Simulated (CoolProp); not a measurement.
A single-stage vapour-compression cycle with the fluid: evaporating at 297.15 K (dew point), condensing at 335.15 K (bubble point), superheat 10 K, subcooling 0 K, compressor efficiency 0.9, no pressure losses. The same conditions are run with several fluids, on thermodynamics alone (safety and materials aside).

Model: reference Helmholtz-energy equation of state of each fluid (cyclopentane: Gedanitz 2015; R113: Marx 1992; methanol: de Reuck 1993; R124: de Vries 1995; ammonia: Gao 2020; n-perfluorohexane: Gao 2022), in CoolProp.

Task: Rank cyclopentane, R113, methanol, R124, ammonia, n-perfluorohexane by cooling COP, highest first.

Result: cyclopentane (6.31), methanol (6.17), R113 (6.12), ammonia (5.79), R124 (5.63), n-perfluorohexane (5.25)

```csv
fluid,pressure ratio,discharge temperature (K),refrigerating effect (kJ/kg),volumetric capacity (kJ/m³)
cyclopentane,3.72,350.8,347,394
R113,3.70,339.5,123,396
methanol,5.70,421.4,1100,224
R124,2.82,343.5,110,2410
ammonia,2.82,394.8,1010,7260
n-perfluorohexane,4.23,335.2,60.7,231
```

The compression ends wet for: n-perfluorohexane.
